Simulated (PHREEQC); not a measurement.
Solution (25 °C): 12 mmol/kgw H2SO4 and 0.01 mmol/kgw KCl. Closed to the air; pH follows from the charge balance.

Model: Pitzer model, pitzer.dat, run in PHREEQC.

Q: The ionic strength comes out as 0.0247 mol/kgw. What activity coefficients do Cl-, K+, SO4-2, H+, HSO4- get?

A: Cl- 0.86, K+ 0.85, SO4-2 0.52, H+ 0.85, HSO4- 0.86. Single-ion values are on the MacInnes scale.

No solid was allowed to form.
